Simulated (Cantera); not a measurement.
A perfectly stirred reactor is fed with H2 : O2 : N2 = 1 : 0.5 : 6 (molar parts), equivalence ratio 1.0, at 1000000 Pa; it is adiabatic with a 798 K inlet, and is followed from long to short residence time, starting on the burning branch (τ in s: 0.12, 0.052, 0.023, 0.0099, 0.0043, 0.0019, 0.00082, 0.00036, 0.00016, 6.8e-05).

Computed with Cantera and GRI-Mech 3.0 (53 species, 325 reactions). The hydrogen kinetics of GRI-Mech 3.0 are dated; newer H2 mechanisms differ, most at raised pressure.

Task: What does this change do: pressure from 1000000 Pa to 1400000 Pa?

Result: 
| quantity | before | after |
|---|---|---|
| blow-out, bracketed by the residence times tried | burning at 68.0 µs, the shortest tried | burning at 68.0 µs, the shortest tried |
| x(H2) at τ = 0.120 s | 0.00111 | 0.000946 |
| x(O2) at τ = 0.120 s | 0.000490 | 0.000420 |
| x(OH) at τ = 0.120 s | 0.000228 | 0.000183 |
| x(HO2) at τ = 0.120 s | 3.03e-7 | 2.64e-7 |
| x(O) at τ = 0.120 s | 4.69e-6 | 3.02e-6 |
| x(H2) at τ = 1.90 ms | 0.00411 | 0.00360 |
| x(O2) at τ = 1.90 ms | 0.00192 | 0.00169 |
| x(OH) at τ = 1.90 ms | 0.000725 | 0.000555 |
| x(HO2) at τ = 1.90 ms | 4.65e-6 | 4.79e-6 |
| x(O) at τ = 1.90 ms | 5.77e-5 | 3.43e-5 |
The pressure lies above the range GRI-Mech 3.0 was tuned for (to about 10 atm).
